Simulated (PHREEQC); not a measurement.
Dissolve 57 mmol/kgw NH4HF2, 0.078 mmol/kgw H2SiF6, 0.22 mmol/kgw HBF4 and 0.47 mmol/kgw H2SO4 at 72 °C. Closed to the air; pH follows from the charge balance.

Model: ion-association model, wateq4f.dat, run in PHREEQC.

Question: The ionic strength comes out as 0.0577 mol/kgw. What activity coefficients do BF4-, HF2-, F-, SO4-2, H+ get?

Answer: BF4- 0.77, HF2- 0.79, F- 0.79, SO4-2 0.41, H+ 0.84.

No solid was allowed to form. Constants without temperature data keep their 25 °C values here. SiF6-2 is the database's only silicon fluoride. Real BF4- forms and hydrolyses slowly; the run takes it at equilibrium.
